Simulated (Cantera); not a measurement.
## SiH4 + H2 + C3H8 (silicon carbide growth)

Feed: 1 mol SiH4, 2.3 mol H2, 0.019 mol C3H8, at 11000 Pa.

Method: chemical equilibrium by Gibbs-energy minimisation in Cantera with the NASA 1993 tables (ideal gas, pure condensed phases). Candidate condensed phases: C, C6H6, C7H8, C8H18, Si, SiC; 87 gas species. Mutual solubility and eutectic melting of coexisting phases are not modelled. Gases not in the tables: Si2H6 and higher silanes. Rates play no part.

```json
[
 {"T (K)": "1050", "log p H2": "-0.96", "log p H": "-8.57", "log p Si": "<-12", "log p SiH": "<-12", "log p SiH2": "-10.39", "log p Si2C": "<-12", "log p Si2": "<-12", "log p C2H2 (acetylene)": "<-12", "n Si(s)": "0.943", "n SiC(s)": "0.0570", "n Si(l)": "0"},
 {"T (K)": "1150", "log p H2": "-0.96", "log p H": "-7.61", "log p Si": "-12.70", "log p SiH": "-11.86", "log p SiH2": "-9.34", "log p Si2C": "<-12", "log p Si2": "<-12", "log p C2H2 (acetylene)": "<-12", "n Si(s)": "0.943", "n SiC(s)": "0.0570", "n Si(l)": "0"},
 {"T (K)": "1250", "log p H2": "-0.96", "log p H": "-6.80", "log p Si": "-11.08", "log p SiH": "-10.52", "log p SiH2": "-8.46", "log p Si2C": "<-12", "log p Si2": "<-12", "log p C2H2 (acetylene)": "-12.85", "n Si(s)": "0.943", "n SiC(s)": "0.0570", "n Si(l)": "0"},
 {"T (K)": "1350", "log p H2": "-0.96", "log p H": "-6.10", "log p Si": "-9.70", "log p SiH": "-9.37", "log p SiH2": "-7.72", "log p Si2C": "<-12", "log p Si2": "<-12", "log p C2H2 (acetylene)": "-11.71", "n Si(s)": "0.943", "n SiC(s)": "0.0570", "n Si(l)": "0"},
 {"T (K)": "1450", "log p H2": "-0.96", "log p H": "-5.50", "log p Si": "-8.51", "log p SiH": "-8.39", "log p SiH2": "-7.07", "log p Si2C": "-11.51", "log p Si2": "-11.57", "log p C2H2 (acetylene)": "-10.72", "n Si(s)": "0.943", "n SiC(s)": "0.0570", "n Si(l)": "0"},
 {"T (K)": "1550", "log p H2": "-0.96", "log p H": "-4.98", "log p Si": "-7.48", "log p SiH": "-7.54", "log p SiH2": "-6.51", "log p Si2C": "-10.13", "log p Si2": "-10.22", "log p C2H2 (acetylene)": "-9.86", "n Si(s)": "0.943", "n SiC(s)": "0.0570", "n Si(l)": "0"},
 {"T (K)": "1650", "log p H2": "-0.96", "log p H": "-4.52", "log p Si": "-6.57", "log p SiH": "-6.79", "log p SiH2": "-6.02", "log p Si2C": "-8.93", "log p Si2": "-9.04", "log p C2H2 (acetylene)": "-9.11", "n Si(s)": "0.943", "n SiC(s)": "0.0570", "n Si(l)": "0"},
 {"T (K)": "1750", "log p H2": "-0.96", "log p H": "-4.11", "log p Si": "-5.82", "log p SiH": "-6.18", "log p SiH2": "-5.64", "log p Si2C": "-7.92", "log p Si2": "-8.11", "log p C2H2 (acetylene)": "-8.34", "n Si(s)": "0", "n SiC(s)": "0.0570", "n Si(l)": "0.943"},
 {"T (K)": "1850", "log p H2": "-0.96", "log p H": "-3.75", "log p Si": "-5.19", "log p SiH": "-5.67", "log p SiH2": "-5.33", "log p Si2C": "-7.05", "log p Si2": "-7.35", "log p C2H2 (acetylene)": "-7.59", "n Si(s)": "0", "n SiC(s)": "0.0570", "n Si(l)": "0.942"},
 {"T (K)": "1950", "log p H2": "-0.96", "log p H": "-3.42", "log p Si": "-4.62", "log p SiH": "-5.22", "log p SiH2": "-5.06", "log p Si2C": "-6.28", "log p Si2": "-6.66", "log p C2H2 (acetylene)": "-6.91", "n Si(s)": "0", "n SiC(s)": "0.0570", "n Si(l)": "0.941"},
 {"T (K)": "2050", "log p H2": "-0.96", "log p H": "-3.13", "log p Si": "-4.11", "log p SiH": "-4.81", "log p SiH2": "-4.82", "log p Si2C": "-5.58", "log p Si2": "-6.05", "log p C2H2 (acetylene)": "-6.30", "n Si(s)": "0", "n SiC(s)": "0.0568", "n Si(l)": "0.939"},
 {"T (K)": "2150", "log p H2": "-0.97", "log p H": "-2.86", "log p Si": "-3.65", "log p SiH": "-4.44", "log p SiH2": "-4.60", "log p Si2C": "-4.96", "log p Si2": "-5.49", "log p C2H2 (acetylene)": "-5.75", "n Si(s)": "0", "n SiC(s)": "0.0564", "n Si(l)": "0.931"}
]
```
log p: log10 of the partial pressure in bar; n: condensed amount in mol.

From 1050 K to 1650 K the condensed part is Si(s) + SiC(s). From 1750 K to 2150 K the condensed part is Si(l) + SiC(s). The main Si-bearing gas is SiH4 at 1050 K and Si at 2150 K.
